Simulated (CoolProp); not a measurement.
Vapour-liquid equilibrium of acetone (1) + n-decane (2) at 0.908 bar; x and y are mole fractions of (1).

Model: multi-fluid Helmholtz-energy mixture model, Lemmon 2006 and Lemmon 2006; pair parameters Bell 2016, in CoolProp.

```
x      bubble temperature, mixture model (°C)  bubble temperature, Raoult's law (°C)  y, mixture model  y, Raoult's law
-----  --------------------------------------  -------------------------------------  ----------------  ---------------
0.05                                    133.7                                  143.3             0.653            0.550
0.125                                    99.5                                  118.9             0.903            0.813
0.2                                      82.0                                  103.8             0.957            0.902
0.275                                    72.4                                   93.2             0.974            0.942
0.35                                     66.9                                   85.2               ___            0.963
0.425                                    63.7                                   78.9               ___            0.976
0.5                                       ___                                   73.7             0.987            0.983
0.575                                     ___                                   69.3             0.988            0.989
0.65                                      ___                                   65.5             0.989            0.992
0.725                                    58.6                                   62.3             0.990            0.995
0.8                                       ___                                   59.3             0.992            0.997
0.875                                     ___                                   56.7             0.994            0.998
0.95                                     54.2                                   54.4             0.997            0.999
```

**Question.** Complete the blanks.

**Answer.** 
- 0.35, y, mixture model: 0.981
- 0.425, y, mixture model: 0.985
- 0.5, bubble temperature, mixture model (°C): 61.8
- 0.575, bubble temperature, mixture model (°C): 60.5
- 0.65, bubble temperature, mixture model (°C): 59.6
- 0.8, bubble temperature, mixture model (°C): 57.4
- 0.875, bubble temperature, mixture model (°C): 56.0

The largest gap from Raoult's law is -21.8 K in bubble temperature, at x = 0.2. No azeotrope shows between x = 0.05 and 0.95.

Pair parameters are fitted to limited data, so mixtures are less certain than the pure fluids. With so large a gap from Raoult's law the liquid may split in two, which this calculation doesn't test in full.
